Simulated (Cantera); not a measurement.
Cantera run:

```python
import numpy as np
import cantera as ct

gas_names = """
    CL CL2 H HCL H2 N NH NH2 NH3 N2 N2H2 N2H4 Na NaCL NaH Na2 Na2CL2
""".split()
cond_names = """
    NH4CL(a) NH4CL(b) Na(cr) Na(L) NaCL(s) NaCL(L)
""".split()


# ... load() reads the species with a 1 bar reference pressure and builds the phases ...
atoms = {
    'NaCl': {'Na': 1, 'CL': 1},
    'H2': {'H': 2},
    'N2': {'N': 2},
}
top_T = {}  # K; cautious upper limits of use, not melting points


# ... equilibrate(T, P, feed) seeds the gas with the atoms and calls Mixture.equilibrate('TP', solver="vcs", rtol=1e-11, max_steps=5000) ...
results = []
feed = {'NaCl': 1, 'H2': 2.3, 'N2': 42}  # mol
P = 13332.2  # Pa
for T in [1498, 1548, 1598, 1648, 1698, 1748, 1798, 1848, 1898, 1948, 1998, 2048, 2098, 2148]:
    mix = equilibrate(T, P, feed)
    results.append((T, P, feed, dict(zip(mix.species_names, mix.species_moles))))

top = {s: max(r[3][s] / sum(r[3][g] for g in gas_names) for r in results) for s in gas_names}
cols = sorted((s for s in top if top[s] > 1e-06), key=lambda s: -top[s])[:7]
seen = [c for c in cond_names if any(r[3].get(c, 0) > 1e-12 for r in results)]
print("log10 of partial pressures in bar; condensed amounts in mol")
print(f"{'T/K':>10s}" + "".join(f"{s[:9]:>10s}" for s in cols + seen))
for T, P, feed, n in results:
    ng = sum(n[g] for g in gas_names)
    print(f"{T:10.4g}" + "".join(f"{np.log10(max(n[s] / ng * P / 1e5, 1e-99)):10.3f}" for s in cols)
          + "".join(f"{n.get(c, 0):10.4g}" for c in seen))
```

Result:

```
log10 of partial pressures in bar; condensed amounts in mol
       T/K        N2        H2      NaCL        Na       HCL         H        CL
      1498    -0.908    -2.172    -2.550    -4.079    -4.078    -5.851    -7.851
      1548    -0.908    -2.173    -2.551    -3.969    -3.969    -5.598    -7.492
      1598    -0.908    -2.174    -2.554    -3.868    -3.868    -5.361    -7.156
      1648    -0.908    -2.175    -2.559    -3.773    -3.773    -5.138    -6.842
      1698    -0.908    -2.177    -2.564    -3.685    -3.685    -4.928    -6.546
      1748    -0.908    -2.179    -2.571    -3.603    -3.603    -4.730    -6.268
      1798    -0.908    -2.181    -2.579    -3.526    -3.527    -4.544    -6.006
      1848    -0.909    -2.183    -2.588    -3.453    -3.455    -4.367    -5.758
      1898    -0.909    -2.186    -2.598    -3.386    -3.389    -4.200    -5.525
      1948    -0.909    -2.189    -2.609    -3.322    -3.327    -4.041    -5.304
      1998    -0.909    -2.193    -2.622    -3.263    -3.269    -3.891    -5.096
      2048    -0.909    -2.197    -2.636    -3.207    -3.216    -3.748    -4.898
      2098    -0.910    -2.202    -2.651    -3.155    -3.167    -3.613    -4.711
      2148    -0.910    -2.208    -2.668    -3.106    -3.123    -3.484    -4.534
```

Equilibrium computed with Cantera from the NASA thermochemical tables; the gas is ideal and each condensed phase is pure.
